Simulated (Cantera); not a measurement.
A perfectly stirred reactor is fed with CH4 : CO2 = 0.31 : 1 (molar parts), at 23.7 atm; it is held at 1550 K, and followed from long to short residence time.

Detailed kinetics in Cantera: GRI-Mech 3.0 (53 species, 325 reactions). The pressure lies above the range GRI-Mech 3.0 was tuned for (to about 10 atm).

**Question.** Predict: x(CH4) at τ = 0.430 s; x(CO2) at τ = 0.430 s; x(OH) at τ = 0.430 s; x(CH4) at τ = 4.80 ms; x(CO2) at τ = 4.80 ms; x(OH) at τ = 4.80 ms.

**Answer.** 
```json
{
  "x(CH4) at τ = 0.430 s": "0.0510",
  "x(CO2) at τ = 0.430 s": "0.386",
  "x(OH) at τ = 0.430 s": "1.44e-7",
  "x(CH4) at τ = 4.80 ms": "0.210",
  "x(CO2) at τ = 4.80 ms": "0.742",
  "x(OH) at τ = 4.80 ms": "1.37e-8"
}
```
